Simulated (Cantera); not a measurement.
An adiabatic, constant-volume homogeneous reactor starts with 14.4 % CH₄, 18.0 % O₂, 67.6 % N₂, at 1100 K and 560000 Pa.

Model: GRI-Mech 3.0 (53 species, 325 reactions), integrated in Cantera.

Question: Predict: time of steepest temperature rise; temperature at 0.500 s; equilibrium temperature; x(O₂) at 0.500 s; x(O) at 0.500 s; x(NO) at 0.500 s; x(H₂) at 0.500 s.

Answer: 
- time of steepest temperature rise = 42.2 ms
- temperature at 0.500 s = 2775 K
- equilibrium temperature = 2775 K
- x(O₂) at 0.500 s = 8.16e-5 (gas-phase equilibrium 8.16e-5)
- x(O) at 0.500 s = 0.000113 (gas-phase equilibrium 0.000113)
- x(NO) at 0.500 s = 0.000617 (gas-phase equilibrium 0.000617)
- x(H₂) at 0.500 s = 0.0908 (gas-phase equilibrium 0.0908)
